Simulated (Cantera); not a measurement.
**Counterflow diffusion flame**

A counterflow diffusion flame at 0.380 bar, nozzles 20 mm apart: fuel side CH₄ : N₂ = 1 : 0.56 (molar parts) at 550 K, oxidiser side O₂ : N₂ = 0.21 : 0.79 (molar parts) at 475 K, fuel mass flux 0.74 times the oxidiser's; mixture-averaged transport, no radiation.

Detailed kinetics in Cantera: GRI-Mech 3.0 (53 species, 325 reactions). GRI-Mech 3.0 has no aromatics or soot, which form on the fuel side of real flames. The maximum strain rate includes the flame's own expansion and is several times the mean. A flux with no burning solution from the previous one only brackets extinction.

| oxidiser flux (kg/m²/s) | max strain (1/s) | mean strain (1/s) | T max (K) | peak x OH | peak x H | peak x NO | peak x CO | peak x C₂H₂ |
|---|---|---|---|---|---|---|---|---|
| 0.095 | 166 | 37.9 | 1981 | 0.00729 | 0.00592 | 0.000187 | 0.0521 | 0.00988 |
| 0.14 | 234 | 55.9 | 1960 | 0.00701 | 0.00607 | 0.000156 | 0.0518 | 0.00921 |
| 0.2 | 322 | 79.8 | 1942 | 0.00675 | 0.00617 | 0.000127 | 0.0517 | 0.00850 |
| 0.3 | 465 | 120 | 1916 | 0.00634 | 0.00616 | 9.33e-5 | 0.0520 | 0.00743 |
| 0.44 | 658 | 176 | 1882 | 0.00574 | 0.00588 | 6.04e-5 | 0.0525 | 0.00601 |
| 0.64 | 924 | 255 | 1828 | 0.00477 | 0.00509 | 2.92e-5 | 0.0532 | 0.00401 |
x: mole fraction; the columns are a selection and need not sum to one.

At the next flux tried, 0.94 kg/m²/s, no burning solution was found from the previous one.
